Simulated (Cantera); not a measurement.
Charge: 1 mol Cr, 0.018 mol O₂, 0.58 mol N₂, held at 1375 K and 0.000880 bar.

These are equilibrium values from Cantera (NASA tables, ideal gas, pure condensed phases), not measurements of a reactor. Candidate condensed phases: Cr, CrN, Cr₂N, Cr₂O₃; 14 gas species. Mutual solubility and eutectic melting of coexisting phases are not modelled. Equilibrium is a limit: real reactors are often held back by kinetics, nucleation or transport.

What is the equilibrium state?


```json
{
 "x(N₂)": "1.000",
 "x(Cr)": "3.83e-5",
 "n(Cr(s))": "0.976 mol",
 "n(Cr₂O₃(s))": "0.0120 mol",
 "gas_amount": "0.5800 mol",
 "log10 activity of Cr₂N(s) (absent)": "-0.51"
}
```
